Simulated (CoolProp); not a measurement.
Properties of n-dodecane along the isobar 4.72 bar.

Computed with CoolProp (reference Helmholtz-energy equation of state, Lemmon 2004). It is a short technical equation, of lower accuracy than the large ones.

```
T (K)   phase  Joule-Thomson coefficient (K/MPa)  viscosity (µPa s)
-----  ------  ---------------------------------  -----------------
291.5  liquid                            -0.4330               1540
324.2  liquid                            -0.4014                907
356.9  liquid                            -0.3651                606
389.6  liquid                            -0.3239                436
422.4  liquid                            -0.2758                329
455.1  liquid                            -0.2170                254
487.8  liquid                            -0.1393                199
520.5  liquid                           -0.02612                155
553.3  liquid                             0.1649                119
586       gas                              17.59               9.03
```

Viscosity comes from a separate model (Huber 2004).
